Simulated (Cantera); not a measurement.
## Counterflow diffusion flame

A counterflow diffusion flame at 100000 Pa, nozzles 20 mm apart: fuel side CO : H2 = 1 : 0.074 (molar parts) at 325 K, oxidiser side O2 : N2 = 0.19 : 0.81 (molar parts) at 725 K, fuel mass flux 1.3 times the oxidiser's; mixture-averaged transport, no radiation.

Model: GRI-Mech 3.0 (53 species, 325 reactions), integrated in Cantera. The maximum strain rate includes the flame's own expansion and is several times the mean.

| oxidiser flux (kg/m²/s) | max strain (1/s) | mean strain (1/s) | T max (K) | peak x OH | peak x H | peak x NO | peak x CO |
|---|---|---|---|---|---|---|---|
| 0.6 | 358 | 103 | 2017 | 0.00537 | 0.00836 | 0.000103 | 0.935 |
| 0.85 | 495 | 146 | 1966 | 0.00526 | 0.00953 | 8.18e-5 | 0.935 |
| 1.2 | 686 | 206 | 1916 | 0.00513 | 0.0107 | 6.77e-5 | 0.935 |
| 1.7 | 954 | 292 | 1863 | 0.00492 | 0.0120 | 5.67e-5 | 0.934 |
| 2.4 | 1320 | 412 | 1809 | 0.00466 | 0.0132 | 4.77e-5 | 0.935 |
| 3.4 | 1840 | 584 | 1752 | 0.00433 | 0.0143 | 3.95e-5 | 0.934 |
| 4.9 | 2600 | 842 | 1684 | 0.00390 | 0.0152 | 3.09e-5 | 0.934 |
| 6.9 | 3580 | 1190 | 1614 | 0.00343 | 0.0154 | 2.29e-5 | 0.934 |
x: mole fraction; the columns are a selection and need not sum to one.
